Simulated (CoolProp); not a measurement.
C3F8 (R218) along the isotherm -95.35 °C: fugacity coefficient from the reference equation and from simpler models built on Tc = 71.9 °C, pc = 2.640 MPa, ω = 0.317; each cubic takes its own stable root.

Values from CoolProp's reference Helmholtz-energy equation of state, Lemmon 2006. It is a short technical equation, of lower accuracy than the large ones.

```tsv
p (MPa)	phase	reference
1.33	liquid	0.001997
2.67	liquid	0.001092
4	liquid	0.0007992
5.33	liquid	0.0006577
6.67	liquid	0.0005766
8	liquid	0.0005270
9.33	liquid	0.0004954
10.7	liquid	0.0004747
12	liquid	0.0004629
13.3	liquid	0.0004566
14.7	liquid	0.0004548
16	liquid	0.0004568
17.3	liquid	0.0004618
18.7	liquid	0.0004701
20	liquid	0.0004803
```

Question: How far does each simpler model (van der Waals, Redlich-Kwong, Soave-Redlich-Kwong, Peng-Robinson) lie from the reference over these 15 states: mean and median of the absolute difference, and the worst?

Answer: 
- van der Waals: mean 5435.3 %, median 5328.7 %, worst +7630.6 % at -95.35 °C and 20 MPa
- Redlich-Kwong: mean 292.0 %, median 292.2 %, worst +312.0 % at -95.35 °C and 20 MPa
- Soave-Redlich-Kwong: mean 3.5 %, median 3.5 %, worst +7.2 % at -95.35 °C and 20 MPa
- Peng-Robinson: mean 2.6 %, median 2.1 %, worst +5.9 % at -95.35 °C and 1.33 MPa
